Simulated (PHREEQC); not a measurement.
Solution (25 °C): 0.086 mol H3BO3 and 0.0061 mol NaH2PO4 per kg of water. Closed to the air; pH follows from the charge balance.

The numbers come from PHREEQC with the ion-association model, phreeqc.dat.

Task: The ionic strength comes out as 0.00615 mol/kgw. What activity coefficients do H+, H2BO3-, Na+, HPO4-2, H2PO4- get?

Result: H+ 0.93, H2BO3- 0.92, Na+ 0.92, HPO4-2 0.72, H2PO4- 0.92.

Precipitation was switched off in this run.
